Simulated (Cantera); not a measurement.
**Ignition delay**

Mixture: CH4 : O2 : N2 : CO2 = 1 : 1.82 : 6.84 : 1.7 (molar parts), equivalence ratio 1.1, at 7.70 bar, adiabatic and at constant pressure. Ignition delay is the time to a rise of 400 K.

Model: GRI-Mech 3.0 (53 species, 325 reactions), integrated in Cantera.

```json
[
 {"T0 (K)": "1050", "delay (ms)": "60.9"},
 {"T0 (K)": "1100", "delay (ms)": "29.7"},
 {"T0 (K)": "1150", "delay (ms)": "15.3"},
 {"T0 (K)": "1200", "delay (ms)": "8.17"},
 {"T0 (K)": "1250", "delay (ms)": "4.51"},
 {"T0 (K)": "1300", "delay (ms)": "2.55"},
 {"T0 (K)": "1350", "delay (ms)": "1.48"}
]
```

```
Quantity                                                 Value
--------------------------------------------------  ----------
apparent activation energy between 1250 and 1350 K  160 kJ/mol
```
